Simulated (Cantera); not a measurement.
## Chlorosilane synthesis and conversion: SiCl4 + H2

Feed: 1 mol SiCl4, 7.3 mol H2, at 1.00 bar.

Cantera equilibrium calculation (NASA polynomials, part measured and part estimated; ideal gas, pure solids and liquids). Candidate condensed phases: Si; 19 gas species. The tables' values for SiCl3 are old estimates; treat these amounts as uncertain. The numbers say what is thermodynamically allowed, not how fast it happens.

```tsv
T (K)	x H2	x SiCl4	x HCl	x SiHCl3	x SiCl3	x SiH2Cl2
600	0.878	0.119	0.00169	0.00169	5.73e-9	1.21e-6
650	0.877	0.118	0.00290	0.00289	5.14e-8	4.12e-6
700	0.875	0.116	0.00457	0.00454	3.34e-7	1.17e-5
750	0.873	0.114	0.00673	0.00667	1.69e-6	2.87e-5
800	0.870	0.111	0.00942	0.00928	6.89e-6	6.27e-5
850	0.867	0.108	0.0126	0.0123	2.37e-5	0.000124
900	0.863	0.104	0.0163	0.0157	7.05e-5	0.000225
950	0.859	0.100	0.0204	0.0194	0.000185	0.000381
1000	0.855	0.0962	0.0250	0.0232	0.000437	0.000604
1050	0.850	0.0915	0.0300	0.0269	0.000936	0.000901
1100	0.844	0.0865	0.0357	0.0302	0.00184	0.00126
1150	0.838	0.0810	0.0422	0.0326	0.00330	0.00165
```
x: gas mole fraction; nothing condenses.

From 600 K to 1150 K nothing is condensed. The main Si-bearing gas is SiCl4 throughout.
